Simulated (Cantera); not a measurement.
An adiabatic, constant-pressure homogeneous reactor starts with CH₄ : C₂H₆ : O₂ : N₂ : H₂O = 1 : 0.088 : 1.1 : 5.5 : 0.5 (molar parts), equivalence ratio 2.1, at 1550 K and 8.98 atm. Integrator tolerance rtol = 1e-08.

Cantera simulation using GRI-Mech 3.0 (53 species, 325 reactions); the numbers are that mechanism's predictions, not measurements.

Q: What does this change do: initial temperature 1550 to 1300 K?

A: 
```csv
quantity,before,after
time of steepest temperature rise,91.3 µs,0.709 ms
temperature at 0.200 s,2361 K,2132 K
equilibrium temperature,2361 K,2132 K
x(CH₄) at 0.200 s,1.17e-9 (gas-phase equilibrium 1.32e-9),4.03e-9 (gas-phase equilibrium 4.54e-9)
x(C₂H₆) at 0.200 s,<1e-12 (gas-phase equilibrium <1e-12),<1e-12 (gas-phase equilibrium <1e-12)
x(O₂) at 0.200 s,8.86e-7 (gas-phase equilibrium 8.86e-7),5.31e-8 (gas-phase equilibrium 5.31e-8)
x(OH) at 0.200 s,0.000286 (gas-phase equilibrium 0.000286),5.77e-5 (gas-phase equilibrium 5.77e-5)
x(CO₂) at 0.200 s,0.0178 (gas-phase equilibrium 0.0178),0.0196 (gas-phase equilibrium 0.0196)
x(NO₂) at 0.200 s,2.02e-10 (gas-phase equilibrium 2.02e-10),1.18e-11 (gas-phase equilibrium 9.91e-12)
x(O) at 0.200 s,2.21e-6 (gas-phase equilibrium 2.21e-6),1.33e-7 (gas-phase equilibrium 1.33e-7)
```

Q: What does this change do: pressure from 8.98 atm to 0.987 atm?

A: 
```
quantity                                                              before                                      after
---------------------------------  -----------------------------------------  -----------------------------------------
time of steepest temperature rise                                    91.3 µs                                   0.408 ms
temperature at 0.200 s                                                2361 K                                     2341 K
equilibrium temperature                                               2361 K                                     2341 K
x(CH₄) at 0.200 s                    1.17e-9 (gas-phase equilibrium 1.32e-9)  1.52e-11 (gas-phase equilibrium 1.73e-11)
x(C₂H₆) at 0.200 s                     <1e-12 (gas-phase equilibrium <1e-12)      <1e-12 (gas-phase equilibrium <1e-12)
x(O₂) at 0.200 s                     8.86e-7 (gas-phase equilibrium 8.86e-7)    6.43e-6 (gas-phase equilibrium 6.43e-6)
x(OH) at 0.200 s                   0.000286 (gas-phase equilibrium 0.000286)  0.000755 (gas-phase equilibrium 0.000755)
x(CO₂) at 0.200 s                      0.0178 (gas-phase equilibrium 0.0178)      0.0179 (gas-phase equilibrium 0.0179)
x(NO₂) at 0.200 s                  2.02e-10 (gas-phase equilibrium 2.02e-10)  4.77e-10 (gas-phase equilibrium 4.77e-10)
x(O) at 0.200 s                      2.21e-6 (gas-phase equilibrium 2.21e-6)    1.60e-5 (gas-phase equilibrium 1.60e-5)
```
